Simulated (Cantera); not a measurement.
## Premixed flame

A freely propagating, adiabatic, planar premixed flame of 19.6 % H2, 16.9 % O2, 63.5 % N2, unburnt at 398 K and 5.13 atm; multicomponent transport, grid criteria slope 0.08 and curve 0.16, no radiation.

Model: the H2/O2 subset of GRI-Mech 3.0, which has no nitrogen chemistry, integrated in Cantera. The hydrogen kinetics of GRI-Mech 3.0 are dated; newer H2 mechanisms differ, most at raised pressure. Burning velocities carry a grid error of a few per cent, more on coarse grids. Lean hydrogen flames are cellular in practice and burn faster than this planar one.

```json
[
 {"z (mm)": "-0.245", "T (K)": "398", "u (m/s)": "0.612", "x H2": "0.193", "x O2": "0.170", "x OH": "<1e-8", "x H2O2": "5.02e-8", "x O": "<1e-8", "x H2O": "2.24e-5"},
 {"z (mm)": "-0.163", "T (K)": "401", "u (m/s)": "0.610", "x H2": "0.184", "x O2": "0.171", "x OH": "<1e-8", "x H2O2": "8.51e-7", "x O": "<1e-8", "x H2O": "0.000302"},
 {"z (mm)": "-0.122", "T (K)": "411", "u (m/s)": "0.616", "x H2": "0.171", "x O2": "0.174", "x OH": "<1e-8", "x H2O2": "4.63e-6", "x O": "<1e-8", "x H2O": "0.00141"},
 {"z (mm)": "-0.0815", "T (K)": "461", "u (m/s)": "0.673", "x H2": "0.143", "x O2": "0.177", "x OH": "<1e-8", "x H2O2": "3.45e-5", "x O": "3.06e-8", "x H2O": "0.00863"},
 {"z (mm)": "-0.0408", "T (K)": "735", "u (m/s)": "1.03", "x H2": "0.0896", "x O2": "0.167", "x OH": "8.39e-6", "x H2O2": "0.000189", "x O": "5.90e-6", "x H2O": "0.0496"},
 {"z (mm)": "-0.0204", "T (K)": "1059", "u (m/s)": "1.47", "x H2": "0.0573", "x O2": "0.146", "x OH": "0.000273", "x H2O2": "0.000188", "x O": "0.000161", "x H2O": "0.0962"},
 {"z (mm)": "0", "T (K)": "1387", "u (m/s)": "1.93", "x H2": "0.0290", "x O2": "0.118", "x OH": "0.00151", "x H2O2": "2.67e-5", "x O": "0.00107", "x H2O": "0.147"},
 {"z (mm)": "0.0204", "T (K)": "1594", "u (m/s)": "2.21", "x H2": "0.0122", "x O2": "0.0972", "x OH": "0.00342", "x H2O2": "4.58e-6", "x O": "0.00192", "x H2O": "0.180"},
 {"z (mm)": "0.0408", "T (K)": "1701", "u (m/s)": "2.36", "x H2": "0.00543", "x O2": "0.0883", "x OH": "0.00437", "x H2O2": "2.86e-6", "x O": "0.00185", "x H2O": "0.194"},
 {"z (mm)": "0.0815", "T (K)": "1784", "u (m/s)": "2.48", "x H2": "0.00173", "x O2": "0.0841", "x OH": "0.00387", "x H2O2": "1.59e-6", "x O": "0.000997", "x H2O": "0.204"},
 {"z (mm)": "0.163", "T (K)": "1822", "u (m/s)": "2.53", "x H2": "0.000435", "x O2": "0.0835", "x OH": "0.00228", "x H2O2": "7.14e-7", "x O": "0.000290", "x H2O": "0.207"},
 {"z (mm)": "0.326", "T (K)": "1833", "u (m/s)": "2.54", "x H2": "9.60e-5", "x O2": "0.0837", "x OH": "0.00119", "x H2O2": "2.95e-7", "x O": "7.33e-5", "x H2O": "0.209"},
 {"z (mm)": "0.652", "T (K)": "1836", "u (m/s)": "2.54", "x H2": "3.35e-5", "x O2": "0.0838", "x OH": "0.000758", "x H2O2": "1.67e-7", "x O": "2.94e-5", "x H2O": "0.209"}
]
```
x: mole fraction of selected species; z is measured from the peak of heat release.

```
Property                      Value
------------------------  ---------
laminar burning velocity  61.3 cm/s
thermal thickness         0.0815 mm
peak x(OH)                  0.00443
peak x(H2O2)               0.000219
peak x(O)                   0.00198
grid points                     115
```
